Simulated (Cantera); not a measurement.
## AlCl3 + N2O + H2 + HCl (aluminium nitride and oxide growth)

Feed: 1 mol AlCl3, a varied amount of N2O, 14 mol H2, 1.5 mol HCl, held at 1298.15 K and 19.0 Pa.

These are equilibrium values from Cantera (NASA tables, ideal gas, pure condensed phases), not measurements of a reactor. Candidate condensed phases: Al, AlCl3, AlN, Al2O3, H2O, NH4Cl; 45 gas species. Kinetics and transport are ignored.

| n(N2O) (mol) | x H2 | x N2 | x H2O | x HCl | x O2 | x Cl | x NO | n Al2O3(s) |
|---|---|---|---|---|---|---|---|---|
| 2.8 | 0.566 | 0.141 | 0.0657 | 0.227 | <1e-12 | 1.99e-5 | 2.56e-10 | 0.500 |
| 3.5 | 0.512 | 0.171 | 0.0976 | 0.219 | 1.35e-12 | 2.02e-5 | 4.61e-10 | 0.500 |
| 4.3 | 0.455 | 0.202 | 0.131 | 0.211 | 3.09e-12 | 2.06e-5 | 7.60e-10 | 0.500 |
| 5.3 | 0.390 | 0.238 | 0.170 | 0.202 | 7.08e-12 | 2.12e-5 | 1.25e-9 | 0.500 |
| 6.6 | 0.314 | 0.280 | 0.216 | 0.191 | 1.76e-11 | 2.24e-5 | 2.14e-9 | 0.500 |
| 8.2 | 0.230 | 0.325 | 0.266 | 0.179 | 4.95e-11 | 2.45e-5 | 3.86e-9 | 0.500 |
| 10 | 0.148 | 0.370 | 0.315 | 0.167 | 1.68e-10 | 2.85e-5 | 7.58e-9 | 0.500 |
| 12 | 0.0690 | 0.414 | 0.362 | 0.155 | 1.02e-9 | 3.88e-5 | 1.98e-8 | 0.500 |
| 15 | 1.93e-5 | 0.461 | 0.385 | 0.136 | 0.0148 | 0.00204 | 7.95e-5 | 0.500 |
| 19 | 7.84e-6 | 0.493 | 0.326 | 0.114 | 0.0641 | 0.00268 | 0.000171 | 0.500 |
| 24 | 5.06e-6 | 0.521 | 0.273 | 0.0950 | 0.108 | 0.00277 | 0.000228 | 0.500 |
| 29 | 3.83e-6 | 0.542 | 0.235 | 0.0813 | 0.139 | 0.00273 | 0.000264 | 0.500 |
x: gas mole fraction; n: condensed amount in mol.

From 2.8 mol N2O to 29 mol N2O the condensed part is Al2O3(s).
